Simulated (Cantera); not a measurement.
Cantera run:

```python
import numpy as np
import cantera as ct

gas_names = """
    AL ALCL ALCL2 ALCL3 ALO ALOCL ALO2 AL2 AL2CL6 AL2O AL2O2 CL CLO CL2 O O2 O3
""".split()
cond_names = """
    AL(cr) AL(L) ALCL3(s) ALCL3(L) AL2O3(a) AL2O3(L)
""".split()


# ... load() reads the species with a 1 bar reference pressure and builds the phases ...
atoms = {
    'Al2O3': {'AL': 2, 'O': 3},
    'Cl2': {'CL': 2},
}
top_T = {}  # K; cautious upper limits of use, not melting points


# ... equilibrate(T, P, feed) seeds the gas with the atoms and calls Mixture.equilibrate('TP', solver="vcs", rtol=1e-11, max_steps=5000) ...
results = []
feed = {'Al2O3': 1, 'Cl2': 2.2}  # mol
T = 1848.15  # K
P = 1800  # Pa
mix = equilibrate(T, P, feed)
results.append((T, P, feed, dict(zip(mix.species_names, mix.species_moles))))
print(gas.report(threshold=1e-06))
for i in range(1, mix.n_phases):
    print(f"{mix.phase(i).name:16s} {mix.phase_moles(i):12.5e} mol")
```

Result:

```
       temperature   1848.2 K
          pressure   1800 Pa
           density   0.0047777 kg/m^3
  mean mol. weight   40.787 kg/kmol
   phase of matter   gas

                          1 kg             1 kmol
                     ---------------   ---------------
          enthalpy        3.2099e+06        1.3092e+08  J
   internal energy        2.8331e+06        1.1555e+08  J
           entropy            6318.4         2.577e+05  J/K
    Gibbs function       -8.4674e+06       -3.4536e+08  J
 heat capacity c_p            603.26             24605  J/K
 heat capacity c_v            399.41             16291  J/K

                      mass frac. Y      mole frac. X     chem. pot. / RT
                     ---------------   ---------------   ---------------
             ALCL2        6.4944e-05        2.7062e-05           -74.174
             ALCL3          0.075909          0.023221           -92.959
             ALOCL        6.4152e-05        3.3361e-05           -73.672
                CL           0.75708           0.87105           -18.785
               CLO        0.00032998         0.0002616           -37.068
               CL2           0.15297          0.087996            -37.57
                 O        7.2768e-05        0.00018551           -18.283
                O2           0.01351          0.017221           -36.565
     [   +9 minor]        1.4652e-07         8.822e-08

AL(L)             0.00000e+00 mol
ALCL3(L)          0.00000e+00 mol
AL2O3(a)          9.54148e-01 mol
```

Equilibrium computed with Cantera from the NASA thermochemical tables; the gas is ideal and each condensed phase is pure. The tables' values for AlCl2 are old estimates; treat these amounts as uncertain.
